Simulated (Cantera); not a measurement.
Mixture: 16.1 % CO, 7.10 % H₂, 18.7 % O₂, 58.1 % N₂, at 4.93 atm, adiabatic and at constant pressure. Ignition delay is the time to a rise of 400 K.

Computed with Cantera and GRI-Mech 3.0 (53 species, 325 reactions). The hydrogen kinetics of GRI-Mech 3.0 are dated; newer H2 mechanisms differ, most at raised pressure. Where the delays flatten at high temperature, the 400 K rule measures the pace of heat release, not the induction time.

Predict: delay at 973 K; delay at 1123 K; delay at 1273 K; delay at 1423 K.


| Property | Value |
|---|---|
| delay at 973 K | 8.96 ms |
| delay at 1123 K | 82.2 µs |
| delay at 1273 K | 12.0 µs |
| delay at 1423 K | 6.27 µs |
